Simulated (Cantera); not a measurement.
A Cantera script and what it prints.

```python
import numpy as np
import cantera as ct

gas_names = """
    B BH BH2 BH3 BN BO BO2 B2 B2O B2O2 B2O3 B3O3H3 H HBO HBO2 HNO HNO2 HNO3 HO2 H2 H2O H2O2 H3B3O6 N NH
    NH2 NH3 NH2OH NO NO2 NO3 N2 N2H2 N2H4 N2O O OH O2 O3
""".split()
cond_names = """
    B(b) B(L) BN(s) B2O3(L) B3O3H3(cr) H2O(s) H2O(L)
""".split()


def load(file, names, dense=False):
    # The tables refer to 1 bar. Condensed volumes are neglected.
    table = {s.name: s for s in ct.Species.list_from_file(file)}
    out = []
    for n in names:
        d = dict(table[n].input_data)
        d["thermo"] = dict(d["thermo"], **{"reference-pressure": 1e5})
        if dense:
            d["equation-of-state"] = {"model": "constant-volume", "density": "1e6 g/cm^3"}
        out.append(ct.Species.from_dict(d))
    return out


gas = ct.Solution(thermo="ideal-gas", species=load("nasa_gas.yaml", gas_names))
cond = {s.name: ct.Solution(thermo="fixed-stoichiometry", species=[s], name=s.name)
        for s in load("nasa_condensed.yaml", cond_names, dense=True)}
atoms = {
    'B2O3': {'B': 2, 'O': 3},
    'H2O': {'H': 2, 'O': 1},
    'N2': {'N': 2},
}
top_T = {'BN(s)': 3200}  # K; cautious upper limits of use, not melting points


def equilibrate(T, P, feed):
    n = {}
    for name, mol in feed.items():
        for a, k in atoms[name].items():
            n[a] = n.get(a, 0.0) + k * mol
    gas.TPX = T, P, n
    mass = sum(n.values()) * gas.mean_molecular_weight
    gas.equilibrate("TP")
    valid = [c for c in cond.values() if c.min_temp <= T <= top_T.get(c.name, c.max_temp)]
    mix = ct.Mixture([(gas, mass / gas.mean_molecular_weight)] + [(c, 0.0) for c in valid])
    mix.T, mix.P = T, P
    mix.equilibrate("TP", solver="vcs", rtol=1e-11, max_steps=5000)
    return mix


results = []
T = 1998.15  # K
P = 1333.22  # Pa
for m in [0.5, 1.3, 2.1, 2.9, 3.7, 4.5, 5.3, 6.1, 6.9, 7.7, 8.6, 9.4]:
    feed = {'B2O3': 1, 'H2O': m, 'N2': 12}  # mol
    mix = equilibrate(T, P, feed)
    results.append((T, P, feed, dict(zip(mix.species_names, mix.species_moles))))

top = {s: max(r[3][s] / sum(r[3][g] for g in gas_names) for r in results) for s in gas_names}
cols = sorted((s for s in top if top[s] > 1e-06), key=lambda s: -top[s])[:9]
seen = [c for c in cond_names if any(r[3].get(c, 0) > 1e-12 for r in results)]
print("log10 of partial pressures in bar; condensed amounts in mol")
print(f"{'n(H2O)':>10s}" + "".join(f"{s[:9]:>10s}" for s in cols + seen))
for T, P, feed, n in results:
    ng = sum(n[g] for g in gas_names)
    print(f"{feed['H2O']:10.4g}" + "".join(f"{np.log10(max(n[s] / ng * P / 1e5, 1e-99)):10.3f}" for s in cols)
          + "".join(f"{n.get(c, 0):10.4g}" for c in seen))
```

Output:

```
log10 of partial pressures in bar; condensed amounts in mol
    n(H2O)        N2       H2O      HBO2      B2O3        H2        O2        OH       BO2         H
       0.5    -1.927    -4.016    -3.129    -3.225    -4.714    -5.695    -5.455    -4.487    -5.151
       1.3    -1.953    -3.272    -2.910    -3.530    -4.332    -4.972    -4.903    -4.458    -4.960
       2.1    -1.977    -2.968    -2.865    -3.745    -4.160    -4.706    -4.684    -4.499    -4.875
       2.9    -2.000    -2.792    -2.857    -3.905    -4.057    -4.562    -4.560    -4.543    -4.823
       3.7    -2.022    -2.674    -2.862    -4.033    -3.986    -4.468    -4.477    -4.584    -4.787
       4.5    -2.042    -2.587    -2.872    -4.139    -3.933    -4.400    -4.417    -4.620    -4.761
       5.3    -2.062    -2.520    -2.884    -4.231    -3.891    -4.349    -4.370    -4.653    -4.740
       6.1    -2.081    -2.466    -2.898    -4.312    -3.858    -4.308    -4.333    -4.683    -4.723
       6.9    -2.099    -2.421    -2.911    -4.384    -3.830    -4.274    -4.303    -4.711    -4.709
       7.7    -2.116    -2.384    -2.926    -4.450    -3.807    -4.246    -4.277    -4.736    -4.698
       8.6    -2.135    -2.348    -2.941    -4.517    -3.785    -4.219    -4.252    -4.763    -4.687
       9.4    -2.151    -2.321    -2.955    -4.572    -3.767    -4.199    -4.233    -4.786    -4.678
```

These are equilibrium values from Cantera (NASA tables, ideal gas, pure condensed phases), not measurements of a reactor.
